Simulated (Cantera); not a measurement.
**Transport properties of process gases**

Gas mixture: NH3 = 0.37 (molar parts), at 0.0138 atm, frozen composition.

Cantera's kinetic-theory transport with the Lennard-Jones parameters of GRI-Mech 3.0, ideal gas; thermal conductivity in the mixture-averaged form. Polar gases are described roughly by these parameters. The composition is frozen, though it would react at the higher temperatures.

```tsv
T (K)	ρ (kg/m³)	cp (J/kg/K)	μ (µPa s)	λ (mW/m/K)	Pr	D (cm²/s) H2	D (cm²/s) CH3	D (cm²/s) CO2
400	0.00717	2269	13.9	44.3	0.713	97.8	28.3	20.3
500	0.00574	2466	17.4	60.1	0.716	145	43.1	31.4
600	0.00478	2662	20.9	77.4	0.719	199	60.2	44.4
700	0.00410	2844	24.3	95.8	0.721	259	79.5	59.1
800	0.00358	3009	27.5	115	0.721	326	101	75.6
900	0.00319	3162	30.6	134	0.721	397	124	93.6
1000	0.00287	3319	33.6	154	0.725	475	149	113
1100	0.00261	3454	36.5	174	0.726	557	176	134
```
D: mixture-averaged diffusion coefficient of that species in the mixture.
